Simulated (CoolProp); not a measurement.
Propyne at 293.15 K and 0.213 MPa is compressed adiabatically to 1.48 MPa with isentropic efficiency 0.9. Each further row changes one setting.

The numbers come from the reference Helmholtz-energy equation of state, Polt 1992 in CoolProp. This equation is an older, rougher fit.

| case | work (kJ/kg) | final temperature (K) | final density (kg/m³) |
|---|---|---|---|
| as stated | [?] | [?] | 20.5 |
| efficiency 1 | [?] | 383.7 | [?] |
| efficiency 0.65 | [?] | [?] | 18.7 |

Task: Some entries are withheld; supply them.

Result: 
- as stated, work (kJ/kg): 140
- as stated, final temperature (K): 390.7
- efficiency 1, work (kJ/kg): 126
- efficiency 1, final density (kg/m³): 21.0
- efficiency 0.65, work (kJ/kg): 194
- efficiency 0.65, final temperature (K): 417.5
